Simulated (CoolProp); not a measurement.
Vapour-liquid equilibrium of benzene (1) + ethylbenzene (2) at 0.407 MPa; x and y are mole fractions of (1).

Values from CoolProp's multi-fluid Helmholtz-energy mixture model, Thol 2012 and Zhou 2012; pair parameters Bell 2016.

```json
[
 {"x": "0.05", "bubble temperature (K)": "465.6", "y at the bubble point": "0.120", "dew temperature at overall composition x (K)": "468.3", "liquid density (mol/L)": "6.686"},
 {"x": "0.125", "bubble temperature (K)": "459.2", "y at the bubble point": "0.278", "dew temperature at overall composition x (K)": "465.5", "liquid density (mol/L)": "6.890"},
 {"x": "0.2", "bubble temperature (K)": "453.1", "y at the bubble point": "0.412", "dew temperature at overall composition x (K)": "462.5", "liquid density (mol/L)": "7.097"},
 {"x": "0.275", "bubble temperature (K)": "447.4", "y at the bubble point": "0.526", "dew temperature at overall composition x (K)": "459.4", "liquid density (mol/L)": "7.309"},
 {"x": "0.35", "bubble temperature (K)": "441.9", "y at the bubble point": "0.621", "dew temperature at overall composition x (K)": "456.1", "liquid density (mol/L)": "7.525"},
 {"x": "0.425", "bubble temperature (K)": "436.7", "y at the bubble point": "0.702", "dew temperature at overall composition x (K)": "452.5", "liquid density (mol/L)": "7.746"},
 {"x": "0.5", "bubble temperature (K)": "431.8", "y at the bubble point": "0.769", "dew temperature at overall composition x (K)": "448.7", "liquid density (mol/L)": "7.971"},
 {"x": "0.575", "bubble temperature (K)": "427.2", "y at the bubble point": "0.825", "dew temperature at overall composition x (K)": "444.6", "liquid density (mol/L)": "8.202"},
 {"x": "0.65", "bubble temperature (K)": "422.9", "y at the bubble point": "0.871", "dew temperature at overall composition x (K)": "440.1", "liquid density (mol/L)": "8.438"},
 {"x": "0.725", "bubble temperature (K)": "418.8", "y at the bubble point": "0.909", "dew temperature at overall composition x (K)": "435.0", "liquid density (mol/L)": "8.680"},
 {"x": "0.8", "bubble temperature (K)": "415.1", "y at the bubble point": "0.941", "dew temperature at overall composition x (K)": "429.3", "liquid density (mol/L)": "8.927"},
 {"x": "0.875", "bubble temperature (K)": "411.6", "y at the bubble point": "0.967", "dew temperature at overall composition x (K)": "422.5", "liquid density (mol/L)": "9.179"},
 {"x": "0.95", "bubble temperature (K)": "408.3", "y at the bubble point": "0.988", "dew temperature at overall composition x (K)": "413.9", "liquid density (mol/L)": "9.437"}
]
```

No azeotrope shows between x = 0.05 and 0.95.

Pair parameters are fitted to limited data, so mixtures are less certain than the pure fluids.
